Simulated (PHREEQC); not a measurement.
Model water analysis in mg/L, 20 °C, pH 6.99, pe 9.9:

```csv
constituent,mg/L
Na,2.17
K,0.257
Ca,13.3
Mg,2.32
Cl,16.6
S(6) as SO4,19.1
Alkalinity as HCO3,4.85
Br,0.0161
O(0) (dissolved oxygen),0.102
Cu(2),1.49
```

Cl is adjusted to close the charge balance.
Valence states are taken as typed.

Model: ion-association model, wateq4f.dat, run in PHREEQC.

Each row changes one thing in this solution. This is a speciation only: nothing precipitates in the calculation.

| case | ionic strength (mol/kgw) | SO4-2 (mol/kgw) | HCO3- (mol/kgw) | Cu(OH)2 (mol/kgw) | CO2 (mol/kgw) | CaSO4 (mol/kgw) | SI of Cu(OH)2 (Cu(OH)2) | SI of Atacamite (Cu2(OH)3Cl) |
|---|---|---|---|---|---|---|---|---|
| as made | 0.00156 | 0.000188 | 4.99e-5 | 1.34e-5 | 1.18e-5 | 8.18e-6 | -0.02 | -0.25 |
| all concentrations times 2 at the same typed pH | (withheld) | 0.000361 | 0.000100 | 2.49e-5 | (withheld) | 2.72e-5 | +0.25 | (withheld) |
| pH from 6.99 to 7.99 at the same alkalinity | 0.00154 | 0.000188 | 3.17e-5 | 2.31e-5 | 7.50e-7 | 8.21e-6 | +0.21 | -0.77 |
| Na from 2.17 to 6.51 mg/L | 0.00175 | 0.000188 | 5.00e-5 | 1.34e-5 | 1.18e-5 | 8.03e-6 | -0.02 | -0.12 |
| temperature from 20 to 60 °C at the same typed pH | 0.00154 | 0.000182 | 5.00e-5 | (withheld) | 9.54e-6 | 1.08e-5 | +1.21 | (withheld) |

### Question
Fill in the missing entries.

### Answer

- all concentrations times 2 at the same typed pH, ionic strength (mol/kgw): 0.00307
- all concentrations times 2 at the same typed pH, CO2 (mol/kgw): 2.33e-5
- all concentrations times 2 at the same typed pH, SI of Atacamite (Cu2(OH)3Cl): +0.58
- temperature from 20 to 60 °C at the same typed pH, Cu(OH)2 (mol/kgw): 9.99e-6
- temperature from 20 to 60 °C at the same typed pH, SI of Atacamite (Cu2(OH)3Cl): +1.17

Some of these states are supersaturated (in Brochantite, Malachite, Cu(OH)2, for instance). At this temperature some constants are extrapolated from 25 °C, and those without enthalpy data are left unchanged. The database's constant for dissolved Cu(OH)2 is higher than later reviews accept.
